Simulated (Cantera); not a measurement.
Cantera run:

```python
import numpy as np
import cantera as ct

gas_names = [...]  # 151 gases of nasa_gas.yaml made of C, H, N, O, Si
cond_names = """
    C(gr) C6H6(L) C7H8(L) C8H18(L),n-octa H2O(s) H2O(L) Si(cr) Si(L) SiC(b) SiO2(Lqz) SiO2(hqz) SiO2(L)
    Si2N2O(s) Si3N4(a)
""".split()


# ... load() reads the species with a 1 bar reference pressure and builds the phases ...
atoms = {
    'HMDSO': {'Si': 2, 'C': 6, 'H': 18, 'O': 1},
    'N2O': {'N': 2, 'O': 1},
    'H2': {'H': 2},
}
top_T = {'C(gr)': 4500, 'SiC(b)': 3050, 'Si2N2O(s)': 2100, 'Si3N4(a)': 2400}  # K; cautious upper limits of use, not melting points


# ... equilibrate(T, P, feed) seeds the gas with the atoms and calls Mixture.equilibrate('TP', solver="vcs", rtol=1e-11, max_steps=5000) ...
results = []
feed = {'HMDSO': 1, 'N2O': 21, 'H2': 1.5}  # mol
T = 1300  # K
P = 940  # Pa
mix = equilibrate(T, P, feed)
results.append((T, P, feed, dict(zip(mix.species_names, mix.species_moles))))
x = sorted(zip(gas.X, gas.species_names), reverse=True)
print(f"T = {T:g} K  P = {P:g} Pa  gas = {mix.phase_moles(0):.4g} mol")
print("   x: " + "  ".join(f"{s} {v:.3e}" for v, s in x if v > 0.0001))
print("   condensed (mol): " + ("  ".join(f"{mix.phase(i).name} {mix.phase_moles(i):.4g}"
      for i in range(1, mix.n_phases) if mix.phase_moles(i) > 1e-12) or "none"))
```

It prints:

```
T = 1300 K  P = 940 Pa  gas = 37.5 mol
   x: N2 5.600e-01  H2O 2.154e-01  CO2 1.046e-01  H2 6.464e-02  CO 5.536e-02
   condensed (mol): SiO2(hqz) 2
```

These are equilibrium values from Cantera (NASA tables, ideal gas, pure condensed phases), not measurements of a reactor. The feed counts by its element totals alone. The tables hold silica as quartz up to 1696 K and as liquid above; real silica turns to tridymite and cristobalite and melts near 1996 K.
